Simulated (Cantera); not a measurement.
Cantera run:

```python
import numpy as np
import cantera as ct

gas_names = """
    B BH BH2 BH3 BO BO2 B2 B2O B2O2 B2O3 B3O3H3 H HBO HBO2 HO2 H2 H2O H2O2 H3B3O6 O OH O2 O3
""".split()
cond_names = """
    B(b) B(L) B2O3(L) B3O3H3(cr) H2O(s) H2O(L)
""".split()


# ... load() reads the species with a 1 bar reference pressure and builds the phases ...
atoms = {
    'B2H6': {'B': 2, 'H': 6},
    'H2O': {'H': 2, 'O': 1},
}
top_T = {}  # K; cautious upper limits of use, not melting points


# ... equilibrate(T, P, feed) seeds the gas with the atoms and calls Mixture.equilibrate('TP', solver="vcs", rtol=1e-11, max_steps=5000) ...
results = []
feed = {'B2H6': 1, 'H2O': 18}  # mol
P = 4000  # Pa
for T in [925, 1025, 1125, 1225, 1325, 1425, 1525, 1625]:
    mix = equilibrate(T, P, feed)
    results.append((T, P, feed, dict(zip(mix.species_names, mix.species_moles))))

top = {s: max(r[3][s] / sum(r[3][g] for g in gas_names) for r in results) for s in gas_names}
cols = sorted((s for s in top if top[s] > 1e-05), key=lambda s: -top[s])[:5]
seen = [c for c in cond_names if any(r[3].get(c, 0) > 1e-12 for r in results)]
print("log10 of partial pressures in bar; condensed amounts in mol")
print(f"{'T/K':>10s}" + "".join(f"{s[:9]:>10s}" for s in cols + seen))
for T, P, feed, n in results:
    ng = sum(n[g] for g in gas_names)
    print(f"{T:10.4g}" + "".join(f"{np.log10(max(n[s] / ng * P / 1e5, 1e-99)):10.3f}" for s in cols)
          + "".join(f"{n.get(c, 0):10.4g}" for c in seen))
```

Output:

```
log10 of partial pressures in bar; condensed amounts in mol
       T/K       H2O        H2      HBO2    H3B3O6      B2O3   B2O3(L)
       925    -1.548    -1.941    -6.096    -3.701   -13.166    0.8434
      1025    -1.546    -1.941    -5.133    -3.928   -10.968    0.9052
      1125    -1.546    -1.942    -4.350    -4.123    -9.176    0.9289
      1225    -1.548    -1.943    -3.703    -4.294    -7.689    0.9077
      1325    -1.554    -1.946    -3.161    -4.450    -6.436    0.7888
      1425    -1.571    -1.953    -2.706    -4.604    -5.367    0.4475
      1525    -1.594    -1.962    -2.447    -5.139    -4.703         0
      1625    -1.594    -1.962    -2.446    -6.279    -4.593         0
```

These are equilibrium values from Cantera (NASA tables, ideal gas, pure condensed phases), not measurements of a reactor. The feed counts by its element totals alone. Gases not in the tables: H3BO3.
